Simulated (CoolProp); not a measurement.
Values from CoolProp's reference Helmholtz-energy equation of state, de Vries 1995.

Q: For R124, give the phase and the Joule-Thomson coefficient (K/MPa), isothermal compressibility (1/MPa) at 406.4 K and 553 kPa; 424.6 K and 553 kPa; 451.8 K and 553 kPa.

A: 
- 406.4 K and 553 kPa: gas; Joule-Thomson coefficient 9.00, isothermal compressibility 1.91
- 424.6 K and 553 kPa: gas; Joule-Thomson coefficient 7.84, isothermal compressibility 1.89
- 451.8 K and 553 kPa: gas; Joule-Thomson coefficient 6.47, isothermal compressibility 1.87
